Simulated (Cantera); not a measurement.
Input: 1 mol Cu2O, 5.7 mol CH4, 9.5 mol N2, at 1873 K and 47.0 Pa.

Method: chemical equilibrium by Gibbs-energy minimisation in Cantera with the NASA 1993 tables (ideal gas, pure condensed phases). Candidate condensed phases: C, C6H6, C7H8, C8H18, Cu, CuO, Cu(OH)2, Cu2O, H2O; 139 gas species. Equilibrium is a limit: real reactors are often held back by kinetics, nucleation or transport.

Base state: H2 0.460, N2 0.392, Cu 0.0828, CO 0.0414, H 0.0202, HCN 0.00367, HNC 0.000163, C2H2 (acetylene) 0.000144 (mole fractions); condensed: C(graphite).

What changes in the equilibrium state with this change: temperature from 1873 K to 1075 K?


| species | before | after |
|---|---|---|
| H2 | 0.460 | 0.521 |
| N2 | 0.392 | 0.434 |
| CO | 0.0414 | 0.0457 |
| Cu | 0.0828 | 5.44e-7 |
| H | 0.0202 | 4.88e-7 |
| C2H2 (acetylene) | 0.000144 | 3.92e-9 |
| HNC | 0.000163 | 1.85e-8 |
| HCN | 0.00367 | 7.53e-6 |
| C(graphite), mol | 4.60 | 4.70 |
| Cu(s), mol | 0 | 2.00 |
